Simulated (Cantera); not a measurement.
Feed: 1 mol CH2F2, 0.15 mol HCl, held at 2627 °C.

Equilibrium computed with Cantera from the NASA thermochemical tables; the gas is ideal and each condensed phase is pure. Candidate condensed phases: C, C6H6, C7H8, C8H18; 118 gas species. Kinetics and transport are ignored.

Which condensed phases are stable at each of these points (P (Pa)): 1, 10, 100, 1000, 10000, 100000?


```json
[
 {"P (Pa)": "1", "condensed phases": "gas only", "C condensed (%)": "0.0"},
 {"P (Pa)": "10", "condensed phases": "gas only", "C condensed (%)": "0.0"},
 {"P (Pa)": "100", "condensed phases": "gas only", "C condensed (%)": "0.0"},
 {"P (Pa)": "1000", "condensed phases": "C(graphite)", "C condensed (%)": "89.5"},
 {"P (Pa)": "10000", "condensed phases": "C(graphite)", "C condensed (%)": "98.4"},
 {"P (Pa)": "100000", "condensed phases": "C(graphite)", "C condensed (%)": "99.5"}
]
```

From 1.00 Pa to 100 Pa nothing is condensed. From 1000 Pa to 100000 Pa the condensed part is C(graphite).
